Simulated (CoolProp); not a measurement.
Computed with CoolProp (reference Helmholtz-energy equation of state, Lemmon 2006). It is a short technical equation, of lower accuracy than the large ones.

Problem. For CH3F (R41), give the phase and the cp (kJ/(kg K)), Joule-Thomson coefficient (K/MPa), isothermal compressibility (1/MPa), fugacity coefficient at 329.1 K and 5.05 bar.

Solution. 
- 329.1 K and 5.05 bar: gas; cp 1.21, Joule-Thomson coefficient 13.5, isothermal compressibility 2.04, fugacity coefficient 0.970
